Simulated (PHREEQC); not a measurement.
Make-up at 25 °C: 0.28 mol K2CO3, 0.0056 mol KNO3 and 3.6e-05 mol Fe2(SO4)3 per kg of water. Closed to the air; pH follows from the charge balance.

Computed with PHREEQC (ion-association model, phreeqc.dat).

```
Quantity                  Result
-----------------  -------------
pH                         11.49
ionic strength     0.840 mol/kgw
activity of water          0.985
density              1.031 g/cm³
total alkalinity      560 meq/kg
```

```csv
species,molality,activity,log γ
K+,0.566,0.345,-0.215
CO3-2,0.275,0.0533,-0.712
NO3-,0.00560,0.00318,-0.246
HCO3-,0.00551,0.00366,-0.178
OH-,0.00523,0.00310,-0.228
Fe(OH)4-,7.19e-5,4.77e-5,-0.178
SO4-2,6.73e-5,1.12e-5,-0.780
KSO4-,4.07e-5,2.70e-5,-0.178
Fe(OH)3,1.41e-7,1.71e-7,0.084
CO2,2.22e-8,2.69e-8,0.084
```

Precipitation was switched off in this run. The solution is supersaturated, for example in Fe(OH)3(a), Hematite (slow to form), so a real one may precipitate; this is no full list. Caution: at this ionic strength the ion-association model is outside its range; a Pitzer model would be the better tool where its parameters exist.
